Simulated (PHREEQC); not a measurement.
Make-up at 9.1 °C: 0.049 mol/kgw TMAH and 0.00015 mol/kgw K2CO3. Closed to the air; pH follows from the charge balance.

The numbers come from PHREEQC with the ion-association model, wateq4f.dat.

```tsv
quantity	before	after
pH	13.17	12.23
HCO3- (mol/kgw)	1.84e-7	2.23e-7
```

Task: Name the change that produced these shifts.
A) diluted 5-fold with water
B) diluted 10-fold with water
C) TMAH from 0.049 to 0.0735 mol/kgw
D) diluted 100-fold with water
E) K2CO3 replaced by NaHCO3 at the same molality

Result: B, diluted 10-fold with water

No solid was allowed to form. (CH3)4N+ isn't in the database: it is added as a free cation with an ion size of 4 Å. Constants without temperature data keep their 25 °C values here.
